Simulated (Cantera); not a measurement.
A closed system holds: 1 mol CHF3, 0.087 mol Si, 7 mol H2, held at 46000 Pa.

Equilibrium computed with Cantera from the NASA thermochemical tables; the gas is ideal and each condensed phase is pure. Candidate condensed phases: C, C6H6, C7H8, C8H18, Si, SiC; 113 gas species. The numbers say what is thermodynamically allowed, not how fast it happens.

At 998 K, list the 4 most abundant gas species with their mole fractions, and the condensed phases.

H2 0.667, HF 0.303, CH4 0.0199, SiF4 0.00996. Condensed: C(graphite).
